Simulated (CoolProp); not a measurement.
Vapour-liquid equilibrium of R134a (1) + R124 (2) at 1010 kPa; x and y are mole fractions of (1).

The numbers come from the multi-fluid Helmholtz-energy mixture model, Tillner-Roth 1994 and de Vries 1995; pair parameters Bell 2016 in CoolProp.

Give the bubble temperature and the first vapour's composition at x = 0.05, 0.425, 0.8. Is there an azeotrope?

x = 0.05: 58.9 °C, y = 0.078; x = 0.425: 49.1 °C, y = 0.531; x = 0.8: 42.4 °C, y = 0.849. No azeotrope shows between x = 0.05 and 0.95.

Pair parameters are fitted to limited data, so mixtures are less certain than the pure fluids.
